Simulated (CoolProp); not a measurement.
The fluoroketone C6F12O (FK-5-1-12) along the isobar 2690 kPa: Z from the reference equation and from simpler models built on Tc = 441.8 K, pc = 1869 kPa, ω = 0.471; each cubic takes its own stable root.

Values from CoolProp's reference Helmholtz-energy equation of state, McLinden 2015.

```json
[
 {"T (K)": "268.2", "phase": "liquid", "reference": "0.2245", "van der Waals": "0.3750", "Redlich-Kwong": "0.2584", "Soave-Redlich-Kwong": "0.2454", "Peng-Robinson": "0.2181"},
 {"T (K)": "274.3", "phase": "liquid", "reference": "0.2217", "van der Waals": "0.3696", "Redlich-Kwong": "0.2552", "Soave-Redlich-Kwong": "0.2420", "Peng-Robinson": "0.2150"},
 {"T (K)": "280.4", "phase": "liquid", "reference": "0.2190", "van der Waals": "0.3644", "Redlich-Kwong": "0.2522", "Soave-Redlich-Kwong": "0.2388", "Peng-Robinson": "0.2121"},
 {"T (K)": "286.4", "phase": "liquid", "reference": "0.2166", "van der Waals": "0.3597", "Redlich-Kwong": "0.2495", "Soave-Redlich-Kwong": "0.2360", "Peng-Robinson": "0.2095"},
 {"T (K)": "292.5", "phase": "liquid", "reference": "0.2144", "van der Waals": "0.3552", "Redlich-Kwong": "0.2470", "Soave-Redlich-Kwong": "0.2333", "Peng-Robinson": "0.2070"},
 {"T (K)": "298.6", "phase": "liquid", "reference": "0.2122", "van der Waals": "0.3510", "Redlich-Kwong": "0.2448", "Soave-Redlich-Kwong": "0.2308", "Peng-Robinson": "0.2048"},
 {"T (K)": "304.7", "phase": "liquid", "reference": "0.2103", "van der Waals": "0.3471", "Redlich-Kwong": "0.2427", "Soave-Redlich-Kwong": "0.2286", "Peng-Robinson": "0.2027"},
 {"T (K)": "310.7", "phase": "liquid", "reference": "0.2085", "van der Waals": "0.3435", "Redlich-Kwong": "0.2409", "Soave-Redlich-Kwong": "0.2267", "Peng-Robinson": "0.2009"},
 {"T (K)": "316.8", "phase": "liquid", "reference": "0.2069", "van der Waals": "0.3401", "Redlich-Kwong": "0.2393", "Soave-Redlich-Kwong": "0.2249", "Peng-Robinson": "0.1993"},
 {"T (K)": "322.9", "phase": "liquid", "reference": "0.2055", "van der Waals": "0.3370", "Redlich-Kwong": "0.2379", "Soave-Redlich-Kwong": "0.2233", "Peng-Robinson": "0.1979"},
 {"T (K)": "328.9", "phase": "liquid", "reference": "0.2042", "van der Waals": "0.3342", "Redlich-Kwong": "0.2367", "Soave-Redlich-Kwong": "0.2220", "Peng-Robinson": "0.1967"},
 {"T (K)": "335", "phase": "liquid", "reference": "0.2030", "van der Waals": "0.3315", "Redlich-Kwong": "0.2358", "Soave-Redlich-Kwong": "0.2210", "Peng-Robinson": "0.1957"},
 {"T (K)": "341.1", "phase": "liquid", "reference": "0.2020", "van der Waals": "0.3292", "Redlich-Kwong": "0.2350", "Soave-Redlich-Kwong": "0.2201", "Peng-Robinson": "0.1949"},
 {"T (K)": "347.2", "phase": "liquid", "reference": "0.2012", "van der Waals": "0.3270", "Redlich-Kwong": "0.2345", "Soave-Redlich-Kwong": "0.2195", "Peng-Robinson": "0.1943"}
]
```
